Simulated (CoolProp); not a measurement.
Vapour-liquid equilibrium of propylene (1) + 1-butene (2) at 3.88 bar; x and y are mole fractions of (1).

Model: multi-fluid Helmholtz-energy mixture model, Lemmon 2013 and Lemmon 2005; pair parameters Bell 2016, in CoolProp.

### Question
Give the bubble temperature and the first vapour's composition at x = 0.05, 0.8, 0.95. Is there an azeotrope?

### Answer
x = 0.05: 303.2 K, y = 0.144; x = 0.8: 265.8 K, y = 0.943; x = 0.95: 261.5 K, y = 0.988. No azeotrope shows between x = 0.05 and 0.95.

The pair parameters rest on a limited set of measurements; away from them the model extrapolates.
